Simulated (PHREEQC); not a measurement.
A made-up water analysis in mg/L, 50 °C, pH 6.35, pe 8.7:

| constituent | mg/L |
|---|---|
| Na | 3680 |
| K | 98.1 |
| Ca | 251 |
| Mg | 122 |
| Cl | 4980 |
| S(6) as SO4 | 2020 |
| Alkalinity as HCO3 | 51.9 |
| Cd | 2.4 |
| F | 5.7 |
| Li | 11.1 |

Valence states are taken as typed.

Computed with PHREEQC (ion-association model, phreeqc.dat).

The ionic strength is 0.200 mol/kgw, the activity of water is 0.994 and the specific conductance comes out as 27500 µS/cm. The density is 0.996 g/cm³ and the charge-balance error is 0.9 %.

```csv
species,molality,activity,log γ
Na+,0.158,0.117,-0.132
Cl-,0.142,0.100,-0.152
SO4-2,0.0145,0.00401,-0.557
Ca+2,0.00506,0.00154,-0.515
NaSO4-,0.00368,0.00271,-0.133
Mg+2,0.00329,0.00107,-0.486
K+,0.00244,0.00171,-0.154
MgSO4,0.00175,0.00183,0.020
Li+,0.00159,0.00119,-0.126
CaSO4,0.00125,0.00131,0.020
HCO3-,0.000794,0.000585,-0.133
CO2,0.000485,0.000508,0.020
F-,0.000264,0.000184,-0.157
KSO4-,9.79e-5,7.21e-5,-0.133
NaHCO3,3.21e-5,3.37e-5,0.020
LiSO4-,2.85e-5,2.08e-5,-0.137
```

No solid was allowed to form. Saturation is exceeded, for instance for Fluorite; the values hold only as long as no solid forms. Away from 25 °C the constants follow the database's enthalpies or fits; those with neither stay at their 25 °C values.
